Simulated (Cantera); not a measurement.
Feed: 1 mol MgO, a varied amount of Cl2, 0.07 mol H2, equilibrated at 1198 K and 47000 Pa.

Method: chemical equilibrium by Gibbs-energy minimisation in Cantera with the NASA 1993 tables (ideal gas, pure condensed phases). Candidate condensed phases: H2O, Mg, MgCl2, MgO, Mg(OH)2; 22 gas species. Mutual solubility and eutectic melting of coexisting phases are not modelled. The numbers say what is thermodynamically allowed, not how fast it happens.

Problem. At 0.13 mol Cl2, list the 6 most abundant gas species with their mole fractions, and the condensed phases.

Solution. HCl 0.679, Cl2 0.286, MgCl2 0.0175, H2O 0.00858, O2 0.00553, Cl 0.00361. Condensed: MgCl2(l) + MgO(s).
